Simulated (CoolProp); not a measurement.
Model: reference Helmholtz-energy equation of state, Pan 2012, in CoolProp.

Q: For R236FA, give the phase and the density (kg/m³), cp (kJ/(kg K)), cv (kJ/(kg K)), Joule-Thomson coefficient (K/MPa) at 275.2 K and 17.9 MPa.

A: 
- 275.2 K and 17.9 MPa: liquid; density 1490, cp 1.16, cv 0.844, Joule-Thomson coefficient -0.304
